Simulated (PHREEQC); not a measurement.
0.01 mol of Zn(OH)2-e (Zn(OH)2) is brought to equilibrium with 1 kg of water holding 0.01 mol NaCl, at 25 °C, the pH being set by adding NaOH or HCl. Oxygen is held at 0.21 atm. The system is closed to CO2. The run lets Zn(OH)2-e, Zn5(OH)8Cl2 precipitate or redissolve, and no other solid.

Equilibrium calculation in PHREEQC: ion-association model, wateq4f.dat.

Predict dissolved Zn (mol/kgw), Zn+2 (mol/kgw) at pH = 9, 9.67.


| pH | dissolved Zn (mol/kgw) | Zn+2 (mol/kgw) |
|---|---|---|
| 9 | 4.94e-6 | 4.69e-7 |
| 9.67 | 4.16e-6 | 2.14e-8 |
